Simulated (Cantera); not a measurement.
Feed: 1 mol Si3N4, 6.5 mol F2, held at 875 K and 7.50e-5 bar.

Cantera equilibrium calculation (NASA polynomials, part measured and part estimated; ideal gas, pure solids and liquids). Candidate condensed phases: Si, Si3N4; 16 gas species. The numbers say what is thermodynamically allowed, not how fast it happens.

Base state: SiF4 0.502, N2 0.334, F 0.160, F2 0.00338 (mole fractions); condensed: gas only.

Q: What changes in the equilibrium state with this change: F2 from 6.5 to 4.2 mol?

A: 
```
species         before    after
-------------  -------  -------
SiF4             0.502    0.600
N2               0.334    0.400
SiF3             <1e-9  1.69e-5
F                0.160    <1e-9
F2             0.00338    <1e-9
Si3N4(s), mol        0    0.300
```
The tables' values for SiF3 are old estimates; treat these amounts as uncertain.

Q: What changes in the equilibrium state with this change: 0.57 mol H2 added?

A: 
```tsv
species	before	after
SiF4	0.502	0.494
N2	0.334	0.329
HF	0	0.165
F	0.160	<1e-9
H2	0	0.0115
F2	0.00338	<1e-9
```
